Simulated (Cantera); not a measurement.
A Cantera script and what it prints.

```python
import numpy as np
import cantera as ct

gas_names = """
    O2 S2
""".split()
cond_names = """
    K(cr) K(L) K2SO4(a) K2SO4(b) K2SO4(L)
""".split()


# ... load() reads the species with a 1 bar reference pressure and builds the phases ...
species = {s.name: s for s in load("nasa_gas.yaml", gas_names) + load("nasa_condensed.yaml", cond_names)}
# Each term lists the table entries of one substance; the one whose range holds T is used.
reactions = {
    '4 O2(g) + S2(g) + 4 K = 2 K2SO4':
        [(-4, ['O2']), (-1, ['S2']), (-4, ['K(cr)', 'K(L)']), (2, ['K2SO4(a)', 'K2SO4(b)', 'K2SO4(L)'])],
}


def pick(names, T):
    return next(species[n] for n in names if species[n].thermo.min_temp <= T <= species[n].thermo.max_temp)


results = []
for label, terms in reactions.items():
    print(label)
    print("     T/K   dH/kJ  dS/(J/K)   dG/kJ   log10 K")
    for T in [300, 673, 773, 873, 973, 1073, 1173, 1273]:
        used = [(nu, pick(names, T)) for nu, names in terms]
        dH = sum(nu * s.thermo.h(T) for nu, s in used) / 1e6
        dS = sum(nu * s.thermo.s(T) for nu, s in used) / 1e3
        dG = dH - T * dS / 1e3
        logK = -dG * 1e6 / (ct.gas_constant * T * np.log(10))
        results.append((label, T, dH, dS, dG, logK, [s.name for _, s in used]))
        print(f"{T:8g} {dH:8.1f} {dS:8.1f} {dG:8.1f} {logK:8.2f}")
```

Result:

```
4 O2(g) + S2(g) + 4 K = 2 K2SO4
     T/K   dH/kJ  dS/(J/K)   dG/kJ   log10 K
     300  -3003.9   -956.6  -2716.9   473.05
     673  -3000.2   -960.8  -2353.6   182.67
     773  -2991.2   -948.3  -2258.1   152.59
     873  -2963.6   -915.7  -2164.3   129.49
     973  -2955.4   -906.7  -2073.2   111.29
    1073  -2945.9   -897.5  -1983.0    96.53
    1173  -2935.5   -888.1  -1893.7    84.33
    1273  -2924.1   -878.8  -1805.3    74.08
```

Standard-state values (1 bar) from the NASA 1993 polynomials, evaluated with Cantera. Condensed species are held in their standard states even where they would react or evaporate.
